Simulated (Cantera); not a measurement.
A closed system holds: 1 mol SiHCl₃, 15 mol N₂, at 800 °C and 2.50 mbar.

Method: chemical equilibrium by Gibbs-energy minimisation in Cantera with the NASA 1993 tables (ideal gas, pure condensed phases). Candidate condensed phases: NH₄Cl, Si, Si₃N₄; 28 gas species. N₂ is the only nitrogen source here; it is nearly inert below about 1500 K, so the nitride shown seldom forms there in practice. The tables' values for SiCl₃ are old estimates; treat these amounts as uncertain. Kinetics and transport are ignored.

Base state: N₂ 0.909, HCl 0.0556, SiCl₄ 0.0322, H₂ 0.00314, SiCl₃ 0.000332, SiCl₂ 5.48e-5, SiHCl₃ 2.23e-5 (mole fractions); condensed: Si₃N₄(s).

Q: What changes in the equilibrium state with this change: pressure from 2.50 mbar to 60.0 mbar?

A: 
| species | before | after |
|---|---|---|
| N₂ | 0.909 | 0.909 |
| HCl | 0.0556 | 0.0525 |
| SiCl₄ | 0.0322 | 0.0332 |
| H₂ | 0.00314 | 0.00468 |
| SiCl₂ | 5.48e-5 | 3.94e-6 |
| SiCl₃ | 0.000332 | 9.04e-5 |
| SiHCl₃ | 2.23e-5 | 3.63e-5 |
| Si₃N₄(s), mol | 0.158 | 0.154 |

Q: What changes in the equilibrium state with this change: temperature from 800 °C to 1200 °C?

A: 
| species | before | after |
|---|---|---|
| N₂ | 0.909 | 0.886 |
| SiCl₂ | 5.48e-5 | 0.0516 |
| HCl | 0.0556 | 0.0495 |
| SiCl₄ | 0.0322 | 0.00199 |
| H | 1.57e-8 | 1.75e-5 |
| Cl | 2.52e-7 | 0.000147 |
| SiCl₃ | 0.000332 | 0.00548 |
| Si₃N₄(s), mol | 0.158 | 0 |
